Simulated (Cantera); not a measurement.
An adiabatic, constant-pressure homogeneous reactor starts with CH₄ : C₂H₆ : C₃H₈ : O₂ : N₂ : CO₂ = 1 : 0.041 : 1.1 : 3.64 : 13.7 : 1.7 (molar parts), equivalence ratio 2.1, at 1050 K and 4.93 atm.

Computed with Cantera and GRI-Mech 3.0 (53 species, 325 reactions). GRI-Mech 3.0 was tuned for natural gas; its chemistry of propane as a main component is partial and can be far from experiment.

One state of this run: T (K) = 2023; x CH₄ = 3.24e-9; x C₂H₆ = <1e-12; x C₃H₈ = <1e-12; x O₂ = 2.94e-8; x CO = 0.187. x: mole fraction; the columns are a selection and need not sum to one.

Task: Which value of t (s) does it belong to?
A) 0.000720
B) 0.00373
C) 6.11e-5
D) 0.100

Result: D, 0.100
